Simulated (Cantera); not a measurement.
## Equilibrium for iron carbonyl, mercury and lead vapours: PbO + CO + N₂

Charge: 1 mol PbO, a varied amount of CO, 1.3 mol N₂, at 825 °C and 0.133 bar.

Cantera equilibrium calculation (NASA polynomials, part measured and part estimated; ideal gas, pure solids and liquids). Candidate condensed phases: C, Pb, PbO, PbO₂, Pb₃O₄; 27 gas species. Mutual solubility and eutectic melting of coexisting phases are not modelled. Rates play no part.

| n(CO) (mol) | x CO | x N₂ | x CO₂ | x Pb | x PbO | x Pb₂ | x NO | n Pb(l) | n PbO(yellow) |
|---|---|---|---|---|---|---|---|---|---|
| 0.64 | 6.81e-5 | 0.669 | 0.330 | 0.000879 | 4.42e-5 | 1.05e-8 | 2.83e-9 | 0.638 | 0.360 |
| 0.97 | 8.82e-5 | 0.572 | 0.427 | 0.000879 | 4.42e-5 | 1.05e-8 | 2.61e-9 | 0.968 | 0.0301 |
| 1.5 | 0.178 | 0.464 | 0.357 | 0.000879 | 1.83e-8 | 1.05e-8 | <1e-12 | 0.998 | 0 |
| 2.2 | 0.343 | 0.371 | 0.285 | 0.000879 | 7.61e-9 | 1.05e-8 | <1e-12 | 0.997 | 0 |
| 3.4 | 0.510 | 0.276 | 0.213 | 0.000879 | 3.80e-9 | 1.05e-8 | <1e-12 | 0.996 | 0 |
| 5.1 | 0.640 | 0.203 | 0.156 | 0.000879 | 2.23e-9 | 1.05e-8 | <1e-12 | 0.994 | 0 |
| 7.7 | 0.744 | 0.144 | 0.111 | 0.000879 | 1.36e-9 | 1.05e-8 | <1e-12 | 0.992 | 0 |
x: gas mole fraction; n: condensed amount in mol.

From 0.64 mol CO to 0.97 mol CO the condensed part is Pb(l) + PbO(yellow). From 1.5 mol CO to 7.7 mol CO the condensed part is Pb(l). The main Pb-bearing gas is Pb throughout.
